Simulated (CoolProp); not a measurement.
c-C4F8 (RC318) along the isotherm 280.3 K: Z from the reference equation and from simpler models built on Tc = 388.4 K, pc = 27.78 bar, ω = 0.355; each cubic takes its own stable root.

The numbers come from the reference Helmholtz-energy equation of state, Platzer 1990 in CoolProp. This equation is an older, rougher fit; its heat capacities, sound speeds and derivatives of the liquid may be far off and weren't checked against measurements.

```json
[
 {"p (bar)": "1.07", "phase": "gas", "reference": "0.9608", "van der Waals": "0.9749", "Soave-Redlich-Kwong": "0.9613", "Peng-Robinson": "0.9594"},
 {"p (bar)": "2.14", "phase": "liquid", "reference": "0.01172", "van der Waals": "0.9485", "Soave-Redlich-Kwong": "0.01245", "Peng-Robinson": "0.01100"},
 {"p (bar)": "3.2", "phase": "liquid", "reference": "0.01751", "van der Waals": "0.9208", "Soave-Redlich-Kwong": "0.01861", "Peng-Robinson": "0.01644"},
 {"p (bar)": "4.27", "phase": "liquid", "reference": "0.02336", "van der Waals": "0.8911", "Soave-Redlich-Kwong": "0.02482", "Peng-Robinson": "0.02192"},
 {"p (bar)": "5.34", "phase": "liquid", "reference": "0.02920", "van der Waals": "0.8591", "Soave-Redlich-Kwong": "0.03101", "Peng-Robinson": "0.02739"},
 {"p (bar)": "6.41", "phase": "liquid", "reference": "0.03504", "van der Waals": "0.8242", "Soave-Redlich-Kwong": "0.03720", "Peng-Robinson": "0.03286"},
 {"p (bar)": "7.48", "phase": "liquid", "reference": "0.04088", "van der Waals": "0.06653", "Soave-Redlich-Kwong": "0.04338", "Peng-Robinson": "0.03833"},
 {"p (bar)": "8.55", "phase": "liquid", "reference": "0.04671", "van der Waals": "0.07590", "Soave-Redlich-Kwong": "0.04956", "Peng-Robinson": "0.04379"},
 {"p (bar)": "9.61", "phase": "liquid", "reference": "0.05248", "van der Waals": "0.08514", "Soave-Redlich-Kwong": "0.05566", "Peng-Robinson": "0.04919"},
 {"p (bar)": "10.7", "phase": "liquid", "reference": "0.05841", "van der Waals": "0.09461", "Soave-Redlich-Kwong": "0.06194", "Peng-Robinson": "0.05474"},
 {"p (bar)": "11.8", "phase": "liquid", "reference": "0.06439", "van der Waals": "0.1041", "Soave-Redlich-Kwong": "0.06826", "Peng-Robinson": "0.06033"},
 {"p (bar)": "12.8", "phase": "liquid", "reference": "0.06983", "van der Waals": "0.1128", "Soave-Redlich-Kwong": "0.07400", "Peng-Robinson": "0.06541"},
 {"p (bar)": "13.9", "phase": "liquid", "reference": "0.07580", "van der Waals": "0.1222", "Soave-Redlich-Kwong": "0.08030", "Peng-Robinson": "0.07099"}
]
```

At some of these states van der Waals gives the other phase, because its saturation line lies elsewhere.
